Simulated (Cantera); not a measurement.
Feed: 1 mol SiH₂Cl₂, 1.9 mol CH₄, 110 mol H₂, held at 0.100 bar.

Equilibrium computed with Cantera from the NASA thermochemical tables; the gas is ideal and each condensed phase is pure. Candidate condensed phases: C, C₆H₆, C₇H₈, C₈H₁₈, Si, SiC; 109 gas species. Kinetics and transport are ignored. All values below are at 1725 °C.

Base state: H₂ 0.977, HCl 0.0171, H 0.00501, C₂H₂ (acetylene) 0.000741, Cl 6.53e-5, CH₄ 4.07e-5, SiCl₂ 3.90e-5, Si 2.31e-5 (mole fractions); condensed: C(graphite) + SiC(s).

Q: What changes in the equilibrium state with this change: SiH₂Cl₂ replaced by SiCl₄?

A: 
| species | before | after |
|---|---|---|
| H₂ | 0.977 | 0.960 |
| HCl | 0.0171 | 0.0340 |
| H | 0.00501 | 0.00497 |
| SiCl₂ | 3.90e-5 | 0.000157 |
| Cl | 6.53e-5 | 0.000131 |
| CH₄ | 4.07e-5 | 3.93e-5 |
| C(graphite), mol | 0.731 | 0.749 |
| SiC(s), mol | 0.991 | 0.977 |
